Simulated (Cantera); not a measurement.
Input (Python, Cantera) and output of one run.

```python
import numpy as np
import cantera as ct

gas_names = [...]  # 110 gases of nasa_gas.yaml made of C, H, O
cond_names = """
    C(gr) C6H6(L) C7H8(L) C8H18(L),n-octa H2O(s) H2O(L)
""".split()


# ... load() reads the species with a 1 bar reference pressure and builds the phases ...
atoms = {
    'C2H2': {'C': 2, 'H': 2},
    'CO2': {'C': 1, 'O': 2},
}
top_T = {'C(gr)': 4500}  # K; cautious upper limits of use, not melting points


# ... equilibrate(T, P, feed) seeds the gas with the atoms and calls Mixture.equilibrate('TP', solver="vcs", rtol=1e-11, max_steps=5000) ...
results = []
feed = {'C2H2': 1, 'CO2': 3.3}  # mol
T = 1450  # K
P = 101325  # Pa
mix = equilibrate(T, P, feed)
results.append((T, P, feed, dict(zip(mix.species_names, mix.species_moles))))
print(gas.report(threshold=1e-06))
for i in range(1, mix.n_phases):
    print(f"{mix.phase(i).name:16s} {mix.phase_moles(i):12.5e} mol")
```

Output:

```
       temperature   1450 K
          pressure   1.0132e+05 Pa
           density   0.22848 kg/m^3
  mean mol. weight   27.185 kg/kmol
   phase of matter   gas

                          1 kg             1 kmol
                     ---------------   ---------------
          enthalpy       -3.9931e+06       -1.0855e+08  J
   internal energy       -4.4365e+06       -1.2061e+08  J
           entropy            9353.5        2.5428e+05  J/K
    Gibbs function       -1.7556e+07       -4.7726e+08  J
 heat capacity c_p            1427.7             38811  J/K
 heat capacity c_v            1121.8             30497  J/K

                      mass frac. Y      mole frac. X     chem. pot. / RT
                     ---------------   ---------------   ---------------
                CO           0.71039           0.68947           -36.186
               CO2           0.24573           0.15179           -64.539
                 H        1.1244e-07        3.0325e-06           -10.377
                H2         0.0077253           0.10417           -20.753
               H2O          0.036152          0.054555           -49.106
     [ +105 minor]        1.7057e-07        2.1651e-07

C(gr)             0.00000e+00 mol
```

Method: chemical equilibrium by Gibbs-energy minimisation in Cantera with the NASA 1993 tables (ideal gas, pure condensed phases).
